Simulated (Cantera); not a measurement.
Cantera run, input and output.

```python
import numpy as np
import cantera as ct

gas = ct.Solution("gri30.yaml")
gas.TPX = 1800, 2500000, {'CH4': 1, 'O2': 2.44, 'N2': 9.17}
reactor = ct.IdealGasReactor(gas, energy="on", clone=False)
net = ct.ReactorNet([reactor])
net.rtol, net.atol = 1e-08, 1e-16
show = ['CH4', 'O2', 'H2O2', 'H2O', 'HCO']
times = np.geomspace(3e-06, 2, 11)

steps = ct.SolutionArray(gas, extra=["t"])
rows = []
print(f"{'t/s':>10s}{'T/K':>9s}{'P/Pa':>11s}" + "".join(f"{s:>11s}" for s in show))
for t in times:
    while net.time < t:
        t_next = net.step()
        steps.append(gas.state, t=t_next)
    rows.append([np.interp(t, steps.t, y) for y in (steps.T, steps.P, *steps(*show).X.T)])
    print(f"{t:10.3e}{rows[-1][0]:9.1f}{rows[-1][1]:11.4g}" + "".join(f"{x:11.3e}" for x in rows[-1][2:]))
rate = np.gradient(steps.T, steps.t)
print("integrator steps:", len(steps.t))
if steps.T.max() > steps.T[0] + 200:
    print(f"time of steepest temperature rise: {steps.t[rate.argmax()]:.4e} s")
gas.TPX = 1800, 2500000, {'CH4': 1, 'O2': 2.44, 'N2': 9.17}
gas.equilibrate("UV")
print(f"equilibrium (UV): T = {gas.T:.1f} K  " + "  ".join(f"{s} {gas[s].X[0]:.3e}" for s in show))
```

Result:

```
       t/s      T/K       P/Pa        CH4         O2       H2O2        H2O        HCO
 3.000e-06   1805.8  2.509e+06  7.690e-02  1.922e-01  2.823e-06  1.440e-03  3.587e-07
 1.147e-05   3224.6  4.619e+06  9.158e-14  3.961e-02  4.200e-06  1.308e-01  3.164e-07
 4.384e-05   3200.0  4.579e+06  1.001e-13  3.341e-02  3.747e-06  1.318e-01  3.069e-07
 1.676e-04   3198.7  4.577e+06  1.006e-13  3.309e-02  3.723e-06  1.318e-01  3.065e-07
 6.407e-04   3198.7  4.577e+06  1.006e-13  3.309e-02  3.723e-06  1.318e-01  3.065e-07
 2.449e-03   3198.7  4.577e+06  1.006e-13  3.309e-02  3.723e-06  1.318e-01  3.065e-07
 9.364e-03   3198.7  4.577e+06  1.006e-13  3.309e-02  3.723e-06  1.318e-01  3.065e-07
 3.580e-02   3198.7  4.577e+06  1.006e-13  3.309e-02  3.723e-06  1.318e-01  3.065e-07
 1.369e-01   3198.7  4.577e+06  1.006e-13  3.309e-02  3.723e-06  1.318e-01  3.065e-07
 5.232e-01   3198.7  4.577e+06  1.006e-13  3.309e-02  3.723e-06  1.318e-01  3.065e-07
 2.000e+00   3198.7  4.577e+06  1.006e-13  3.309e-02  3.723e-06  1.318e-01  3.065e-07
integrator steps: 1735
time of steepest temperature rise: 7.0979e-06 s
equilibrium (UV): T = 3198.7 K  CH4 1.290e-13  O2 3.309e-02  H2O2 3.723e-06  H2O 1.318e-01  HCO 3.065e-07
```

Cantera simulation using GRI-Mech 3.0 (53 species, 325 reactions); the numbers are that mechanism's predictions, not measurements. The pressure lies above the range GRI-Mech 3.0 was tuned for (to about 10 atm). Above 3000 K some thermodynamic fits are extrapolated.
